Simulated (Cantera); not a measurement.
Input (Python, Cantera):

```python
import numpy as np
import cantera as ct

gas = ct.Solution("gri30.yaml")
gas.TPX = 1350, 100000, {'C2H6': 1, 'H2': 1.3}
reactor = ct.IdealGasConstPressureReactor(gas, energy="off", clone=False)
net = ct.ReactorNet([reactor])
net.rtol, net.atol = 1e-08, 1e-18
show = ['C2H6', 'H2', 'CH4', 'C2H4', 'C2H2']
times = np.geomspace(5e-06, 200, 12)

steps = ct.SolutionArray(gas, extra=["t"])
rows = []
print(f"{'t/s':>10s}{'T/K':>9s}{'P/Pa':>11s}" + "".join(f"{s:>11s}" for s in show))
for t in times:
    while net.time < t:
        t_next = net.step()
        steps.append(gas.state, t=t_next)
    rows.append([np.interp(t, steps.t, y) for y in (steps.T, steps.P, *steps(*show).X.T)])
    print(f"{t:10.3e}{rows[-1][0]:9.1f}{rows[-1][1]:11.4g}" + "".join(f"{x:11.3e}" for x in rows[-1][2:]))
rate = np.gradient(steps.T, steps.t)
print("integrator steps:", len(steps.t))
if steps.T.max() > steps.T[0] + 200:
    print(f"time of steepest temperature rise: {steps.t[rate.argmax()]:.4e} s")
gas.TPX = 1350, 100000, {'C2H6': 1, 'H2': 1.3}
gas.equilibrate("TP")
print(f"equilibrium (TP): T = {gas.T:.1f} K  " + "  ".join(f"{s} {gas[s].X[0]:.3e}" for s in show))
```

Output:

```
       t/s      T/K       P/Pa       C2H6         H2        CH4       C2H4       C2H2
 5.000e-06   1350.0      1e+05  4.343e-01  5.652e-01  1.439e-04  1.219e-04  1.100e-09
 2.455e-05   1350.0      1e+05  4.268e-01  5.665e-01  1.418e-03  4.310e-03  1.150e-06
 1.205e-04   1350.0      1e+05  3.605e-01  5.782e-01  1.422e-02  4.470e-02  1.443e-04
 5.919e-04   1350.0      1e+05  1.632e-01  6.101e-01  5.862e-02  1.624e-01  3.108e-03
 2.906e-03   1350.0      1e+05  1.380e-02  6.328e-01  1.025e-01  2.282e-01  2.243e-02
 1.427e-02   1350.0      1e+05  3.341e-03  6.392e-01  1.141e-01  1.851e-01  5.816e-02
 7.007e-02   1350.0      1e+05  2.091e-03  6.383e-01  1.373e-01  1.183e-01  1.039e-01
 3.441e-01   1350.0      1e+05  1.555e-03  6.012e-01  1.963e-01  9.330e-02  1.076e-01
 1.689e+00   1350.0      1e+05  1.096e-03  5.277e-01  3.033e-01  7.322e-02  9.465e-02
 8.295e+00   1350.0      1e+05  7.642e-04  4.576e-01  4.049e-01  5.540e-02  8.133e-02
 4.073e+01   1350.0      1e+05  7.131e-04  4.440e-01  4.245e-01  5.214e-02  7.861e-02
 2.000e+02   1350.0      1e+05  7.131e-04  4.440e-01  4.245e-01  5.214e-02  7.861e-02
integrator steps: 1466
equilibrium (TP): T = 1350.0 K  C2H6 7.131e-04  H2 4.440e-01  CH4 4.245e-01  C2H4 5.214e-02  C2H2 7.861e-02
```

Cantera simulation using GRI-Mech 3.0 (53 species, 325 reactions); the numbers are that mechanism's predictions, not measurements. GRI-Mech 3.0 stops at C3 and has no aromatics, soot or wall deposition, so with more carbon than oxygen in the feed, carbon stays in small species such as C2H2 where larger ones or solid carbon would form.
